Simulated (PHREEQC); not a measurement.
0.23 g of hydrous ferric oxide (600 m²/g; 0.2 weak and 0.005 strong sites per Fe, Dzombak-Morel constants, diffuse double layer) in 1 kg of water with 0.3 mol/kgw of an inert sodium salt and 0.0016 mmol/kgw BaCl2, at 25 °C; the pH is set by adding NaOH or the inert anion's acid. Oxygen is held at 0.21 atm. No CO2 enters from the air. Nothing may precipitate in this run.

Base run: PHREEQC, ion-association model, wateq4f.dat. Each further column changes one thing. The table gives Ba sorbed (%).

```csv
pH,base,background salt from 0.3 to 0.03 mol/kgw,oxide from 0.23 to 1.2 g/kgw,7.1e-05 mol/kgw ZnCl2 added
3,0.0,0.0,0.0,0.0
3.5,0.0,0.0,0.0,0.0
4.5,0.0,0.0,0.0,0.0
5,0.0,0.0,0.0,0.0
5.5,0.0,0.0,?,0.0
6.5,0.4,0.3,2.0,0.0
7,1.8,?,8.9,0.0
7.5,8.6,10.9,33.1,0.0
8.5,70.6,86.6,?,1.0
9,91.9,?,?,4.9
```

Problem. What belongs in the gaps?

Solution. 
- 5.5, oxide from 0.23 to 1.2 g/kgw: 0.1
- 7, background salt from 0.3 to 0.03 mol/kgw: 1.7
- 8.5, oxide from 0.23 to 1.2 g/kgw: 93.2
- 9, background salt from 0.3 to 0.03 mol/kgw: 97.9
- 9, oxide from 0.23 to 1.2 g/kgw: 98.5

The oxide is taken as insoluble; below pH 4 it would dissolve.
